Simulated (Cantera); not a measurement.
An adiabatic, constant-pressure homogeneous reactor starts with CH₄ : H₂ : O₂ : N₂ = 1 : 0.94 : 1.54 : 5.8 (molar parts), equivalence ratio 1.6, at 1575 K and 1.01 bar. Integrator tolerance rtol = 1e-08.

Cantera simulation using GRI-Mech 3.0 (53 species, 325 reactions); the numbers are that mechanism's predictions, not measurements.

Task: What does this change do: initial temperature 1575 to 1500 K?

Result: 
| quantity | before | after |
|---|---|---|
| time of steepest temperature rise | 0.115 ms | 0.171 ms |
| temperature at 0.100 s | 2752 K | 2716 K |
| equilibrium temperature | 2752 K | 2716 K |
| x(CH₄) at 0.100 s | <1e-12 (gas-phase equilibrium <1e-12) | <1e-12 (gas-phase equilibrium <1e-12) |
| x(H₂) at 0.100 s | 0.105 (gas-phase equilibrium 0.105) | 0.105 (gas-phase equilibrium 0.105) |
| x(O₂) at 0.100 s | 0.000897 (gas-phase equilibrium 0.000897) | 0.000689 (gas-phase equilibrium 0.000689) |
| x(CH₂) at 0.100 s | <1e-12 (gas-phase equilibrium 1.04e-12) | <1e-12 (gas-phase equilibrium <1e-12) |
| x(H) at 0.100 s | 0.0224 (gas-phase equilibrium 0.0224) | 0.0196 (gas-phase equilibrium 0.0196) |
| x(NO₂) at 0.100 s | 8.93e-8 (gas-phase equilibrium 8.93e-8) | 6.72e-8 (gas-phase equilibrium 6.72e-8) |
| x(HCO) at 0.100 s | 1.85e-7 (gas-phase equilibrium 1.85e-7) | 1.70e-7 (gas-phase equilibrium 1.70e-7) |
